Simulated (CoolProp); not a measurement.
A simple Rankine cycle with n-hexane: condensing at 333.15 K, boiler at 1.9 MPa, turbine inlet 478.5 K, turbine efficiency 0.75, pump efficiency 0.8, no recuperator. Each further row changes one setting.

The numbers come from the reference Helmholtz-energy equation of state, Thol 2019 in CoolProp.

| case | thermal efficiency (%) | net work (kJ/kg) | heat in (kJ/kg) | turbine exit temperature (K) | volume ratio over the turbine |
|---|---|---|---|---|---|
| as stated | 14.4 | 85.1 | 590 | 413.5 | 33.9 |
| turbine inlet 498.5 K | 14.2 | 92.4 | 653 | 438.1 | 30.5 |
| condensing temperature 325.15 K | 15.2 | 92.8 | 609 | 409.7 | 44.3 |
| boiler pressure 1.33 MPa | 13.2 | 81.8 | 618 | 427.7 | 19.8 |
| turbine efficiency 0.65 | 12.4 | 73.2 | 590 | 418.9 | 34.3 |
